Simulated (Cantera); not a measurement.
Cantera run, input and output.

```python
import numpy as np
import cantera as ct

surf = ct.Interface("ptcombust.yaml", "Pt_surf")
gas = surf.adjacent["gas"]
gas.TPX = 573, 100000, {'H2': 0.0065, 'O2': 0.024, 'N2': 0.79}
surf.TP = 573, 100000
reactor = ct.FlowReactor(gas, clone=False)
reactor.area = 0.0001  # m2
reactor.surface_area_to_volume_ratio = 100  # 1/m
reactor.mass_flow_rate = 1.3 * reactor.area * gas.density  # inlet velocity 1.3 m/s
reactor.energy_enabled = False
wall = ct.ReactorSurface(surf, reactor, clone=False)
net = ct.ReactorNet([reactor])
net.rtol, net.atol = 1e-8, 1e-16
show, cover = ['H2', 'O2', 'H2O'], ['PT(S)', 'H(S)', 'O(S)', 'OH(S)', 'CO(S)', 'C(S)']

rows = []
print(f"{'z/m':>9s}{'u/(m/s)':>9s}" + "".join(f"{s:>13s}" for s in show + cover))
for z in [0.00035, 0.00067, 0.0013, 0.0025, 0.0049, 0.0094, 0.018, 0.035]:
    net.advance(z)
    rows.append([reactor.speed, *gas[show].X, *surf[cover].coverages])
    print(f"{z:9.4g}{rows[-1][0]:9.3g}" + "".join(f"{x:13.4e}" for x in rows[-1][1:]))
```

It prints:

```
      z/m  u/(m/s)           H2           O2          H2O        PT(S)         H(S)         O(S)        OH(S)        CO(S)         C(S)
  0.00035      1.3   5.9058e-03   2.8268e-02   2.0242e-03   3.3342e-01   1.6238e-07   6.4869e-01   1.7838e-02  -1.8823e-24  -1.4833e-27
  0.00067      1.3   4.7658e-03   2.7712e-02   3.1688e-03   2.7445e-01   1.0064e-07   7.0768e-01   1.7805e-02  -1.0986e-23  -1.0983e-26
   0.0013      1.3   3.4307e-03   2.7062e-02   4.5091e-03   2.0232e-01   4.9883e-08   7.8056e-01   1.7066e-02   2.8844e-21   1.2554e-25
   0.0025      1.3   2.2179e-03   2.6471e-02   5.7268e-03   1.3372e-01   2.0434e-08   8.5095e-01   1.5291e-02   1.5656e-25  -5.3818e-30
   0.0049      1.3   1.2881e-03   2.6018e-02   6.6603e-03   7.9013e-02   6.9980e-09   9.0832e-01   1.2640e-02   7.0190e-24   1.0043e-27
   0.0094      1.3   7.1666e-04   2.5739e-02   7.2340e-03   4.4441e-02   2.2793e-09   9.4563e-01   9.9066e-03   2.2832e-25   1.7274e-29
    0.018      1.3   3.8626e-04   2.5578e-02   7.5657e-03   2.4116e-02   7.2030e-10   9.6839e-01   7.4858e-03  -1.1000e-25  -1.5441e-29
    0.035     1.29   2.0150e-04   2.5488e-02   7.7512e-03   1.2653e-02   2.2105e-10   9.8184e-01   5.5010e-03  -9.0942e-27   1.0125e-30
```

Computed with Cantera and Deutschmann's 1995 Pt surface mechanism with GRI-Mech 3.0 gas chemistry. Catalytic surfaces can have several steady states; this one follows from the mechanism file's or the stated starting coverage. Mass transfer to the wall is taken as infinitely fast.
